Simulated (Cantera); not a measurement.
Charge: 1 mol Ta₂O₅, 0.7 mol CH₄, 3.4 mol H₂, at 0.110 bar.

Cantera equilibrium calculation (NASA polynomials, part measured and part estimated; ideal gas, pure solids and liquids). Candidate condensed phases: C, C₆H₆, C₇H₈, C₈H₁₈, H₂O, Ta, TaC, Ta₂O₅; 113 gas species. Mutual solubility and eutectic melting of coexisting phases are not modelled. TaC: taken at fixed stoichiometry. Condensed phases not in the tables: Ta₂C, N, O or C dissolved in the metal. Rates play no part.

x: gas mole fraction; n: condensed amount in mol.

| T (K) | x H₂ | x CO | x H | x H₂O | x TaO₂ | n TaC(s) | n Ta₂O₅(s) | n Ta(s) | n Ta₂O₅(l) |
|---|---|---|---|---|---|---|---|---|---|
| 1798 | 0.903 | 0.0937 | 0.00101 | 0.00190 | 1.07e-7 | 0.203 | 0.899 | 0 | 0 |
| 1848 | 0.903 | 0.0937 | 0.00152 | 0.00199 | 3.43e-7 | 0.203 | 0.898 | 0 | 0 |
| 1898 | 0.902 | 0.0936 | 0.00224 | 0.00208 | 1.03e-6 | 0.203 | 0.898 | 0 | 0 |
| 1948 | 0.901 | 0.0936 | 0.00323 | 0.00217 | 2.93e-6 | 0.203 | 0.898 | 0 | 0 |
| 1998 | 0.900 | 0.0935 | ___ | 0.00226 | ___ | 0.203 | 0.898 | 0 | 0 |
| 2048 | 0.898 | 0.0934 | ___ | 0.00234 | ___ | 0.204 | 0.898 | 0 | 0 |
| 2098 | 0.892 | 0.0970 | 0.00876 | 0.00239 | 4.58e-5 | 0.181 | 0 | 0.0312 | 0.894 |
| 2148 | 0.859 | 0.126 | 0.0116 | 0.00270 | 9.24e-5 | 0 | 0 | 0.286 | 0.857 |

Task: Complete the blanks.

Result: 
- 1998, x H: 0.00459
- 1998, x TaO₂: 7.85e-6
- 2048, x H: 0.00640
- 2048, x TaO₂: 2.00e-5
